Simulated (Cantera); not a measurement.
An isothermal, constant-pressure homogeneous reactor starts with 1.94 % H₂, 1.21 % O₂, 96.9 % N₂, at 975 K and 750 Torr.

Model: the H2/O2 subset of GRI-Mech 3.0, which has no nitrogen chemistry, integrated in Cantera.

x: mole fraction; the columns are a selection and need not sum to one.

| t (s) | x H₂ | x O₂ | x H | x OH | x HO₂ | x H₂O |
|---|---|---|---|---|---|---|
| 7.00e-6 | 0.0194 | 0.0121 | <1e-12 | <1e-12 | <1e-12 | <1e-12 |
| 3.54e-5 | 0.0194 | 0.0121 | 2.67e-12 | <1e-12 | 3.46e-12 | <1e-12 |
| 0.000179 | 0.0194 | 0.0121 | 1.42e-11 | <1e-12 | 2.68e-11 | 1.24e-11 |
| 0.000906 | 0.0194 | 0.0121 | 1.54e-10 | 6.16e-12 | 5.61e-10 | 5.82e-10 |
| 0.00458 | 0.0194 | 0.0121 | 2.10e-7 | 9.41e-9 | ___ | 1.27e-6 |
| 0.0232 | 0.000421 | 0.00265 | 3.70e-6 | 3.09e-6 | ___ | 0.0191 |
| 0.117 | 0.000175 | 0.00253 | 1.38e-7 | 2.65e-7 | ___ | 0.0194 |
| 0.593 | 6.78e-5 | 0.00248 | 2.27e-8 | 1.03e-7 | ___ | 0.0195 |
| 3.00 | 1.27e-5 | 0.00245 | 1.49e-9 | 3.21e-8 | ___ | 0.0195 |

Question: Fill in the missing entries.

Answer: 
- 0.00458, x HO₂: 9.18e-7
- 0.0232, x HO₂: 1.71e-6
- 0.117, x HO₂: 1.17e-6
- 0.593, x HO₂: 6.87e-7
- 3.00, x HO₂: 2.06e-7
